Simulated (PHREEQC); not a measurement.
A PHREEQC input (ion-association model, wateq4f.dat):

```
SOLUTION 1
  temp 25
  units mg/kgw
  pH 6.77
  pe 9.4
  Na 14
  K 4.53
  Ca 13.2
  Mg 2.08
  Cl 33.6
  S(6) 15 as SO4
  Alkalinity 17 as HCO3 charge
  Si 0.0475 as SiO2
  Cd 2.48
END
USE solution 1
EQUILIBRIUM_PHASES 1
  Quartz 0 0.5
  CO2(g) -2.5 10
END
```

It stops with these messages:

```
ERROR: Alkalinity cannot be used with charge balance or solution phase boundary constraints.
ERROR: Program terminating due to input errors.
```

The fault: charge balance asked on alkalinity. The line should read `as HCO3` where the input has `as HCO3 charge`. With the mend the run ends at pH 6.74 and ionic strength 0.00212 mol/kgw.
